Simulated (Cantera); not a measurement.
A freely propagating, adiabatic, planar premixed flame of C₃H₈ : O₂ : N₂ = 1 : 5.38 : 20.2 (molar parts), equivalence ratio 0.93, unburnt at 650 K and 1.00 bar; mixture-averaged transport, grid criteria slope 0.08 and curve 0.16, no radiation.

Computed with Cantera and GRI-Mech 3.0 (53 species, 325 reactions). GRI-Mech 3.0 was tuned for natural gas; its chemistry of propane as a main component is partial and can be far from experiment. Burning velocities carry a grid error of a few per cent, more on coarse grids.

Question: Predict: laminar burning velocity; thermal thickness; peak x(HO₂); peak x(C₂H₆); peak x(CH₂O).

Answer: 
```json
{
  "laminar_burning_velocity": "181 cm/s",
  "thermal_thickness": "0.264 mm",
  "peak x(HO₂)": "0.000386",
  "peak x(C₂H₆)": "0.00149",
  "peak x(CH₂O)": "0.00192"
}
```
